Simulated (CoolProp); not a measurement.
CH3F (R41) along the isotherm 151.85 °C: density (kg/m³) from the reference equation and from simpler models built on Tc = 44.1 °C, pc = 5.906 MPa, ω = 0.200; each cubic takes its own stable root.

Computed with CoolProp (reference Helmholtz-energy equation of state, Lemmon 2006). It is a short technical equation, of lower accuracy than the large ones.

```json
[
 {"p (MPa)": "3.28", "phase": "gas", "reference": "34.38", "ideal gas": "31.59", "van der Waals": "34.43", "Redlich-Kwong": "34.29", "Soave-Redlich-Kwong": "33.77"},
 {"p (MPa)": "6.56", "phase": "supercritical", "reference": "75.14", "ideal gas": "63.18", "van der Waals": "76.34", "Redlich-Kwong": "74.92", "Soave-Redlich-Kwong": "72.20"},
 {"p (MPa)": "9.84", "phase": "supercritical", "reference": "123.2", "ideal gas": "94.77", "van der Waals": "128.9", "Redlich-Kwong": "122.7", "Soave-Redlich-Kwong": "115.1"},
 {"p (MPa)": "13.1", "phase": "supercritical", "reference": "178.0", "ideal gas": "126.2", "van der Waals": "188.8", "Redlich-Kwong": "175.2", "Soave-Redlich-Kwong": "160.3"},
 {"p (MPa)": "16.4", "phase": "supercritical", "reference": "237.2", "ideal gas": "158.0", "van der Waals": "240.2", "Redlich-Kwong": "227.3", "Soave-Redlich-Kwong": "205.2"},
 {"p (MPa)": "19.7", "phase": "supercritical", "reference": "294.3", "ideal gas": "189.7", "van der Waals": "276.2", "Redlich-Kwong": "272.6", "Soave-Redlich-Kwong": "246.2"},
 {"p (MPa)": "23", "phase": "supercritical", "reference": "344.2", "ideal gas": "221.5", "van der Waals": "302.0", "Redlich-Kwong": "309.9", "Soave-Redlich-Kwong": "281.9"},
 {"p (MPa)": "26.2", "phase": "supercritical", "reference": "384.5", "ideal gas": "252.3", "van der Waals": "321.1", "Redlich-Kwong": "339.8", "Soave-Redlich-Kwong": "311.7"},
 {"p (MPa)": "29.5", "phase": "supercritical", "reference": "418.8", "ideal gas": "284.1", "van der Waals": "336.9", "Redlich-Kwong": "365.6", "Soave-Redlich-Kwong": "338.2"}
]
```
